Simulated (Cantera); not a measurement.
Charge: 1 mol Al2O3, 30 mol H2, held at 1825 K and 100 Torr.

Cantera equilibrium calculation (NASA polynomials, part measured and part estimated; ideal gas, pure solids and liquids). Candidate condensed phases: Al, Al2O3, H2O; 19 gas species. Equilibrium is a limit: real reactors are often held back by kinetics, nucleation or transport.

**Question.** What is the equilibrium state?

**Answer.** 
| Item | Value |
|---|---|
| x(H2) | 0.999 |
| x(H) | 0.00121 |
| x(H2O) | 3.61e-5 |
| x(Al) | 1.62e-5 |
| x(Al2O) | 3.66e-6 |
| x(AlH) | 2.52e-6 |
| x(AlOH) | 1.49e-6 |
| n(Al2O3(s)) | 1.000 mol |
| gas amount | 30.02 mol |
| log10 activity of Al(l) (absent) | -2.69 |
